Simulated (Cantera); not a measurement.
A perfectly stirred reactor is fed with 11.5 % CO, 3.21 % H2, 17.9 % O2, 67.4 % N2, at 4.30 bar; it is adiabatic with a 750 K inlet, and is followed from long to short residence time, starting on the burning branch (τ in s: 0.028, 0.014, 0.007, 0.0034, 0.0017, 0.00084, 0.00042, 0.00021, 0.0001, 5e-05, 2.5e-05).

Model: GRI-Mech 3.0 (53 species, 325 reactions), integrated in Cantera. The hydrogen kinetics of GRI-Mech 3.0 are dated; newer H2 mechanisms differ, most at raised pressure.

One state of this run: T (K) = 1864; x CO = 0.00496; x H2 = 0.000191; x O2 = 0.115; x OH = 0.00187; x NO = 4.68e-5; x H = 0.000113. x: mole fraction; the columns are a selection and need not sum to one.

Task: Which value of τ (s) does it belong to?
(A) 0.014
(B) 0.0017
(C) 0.028
(D) 0.0034

Result: B, 0.0017
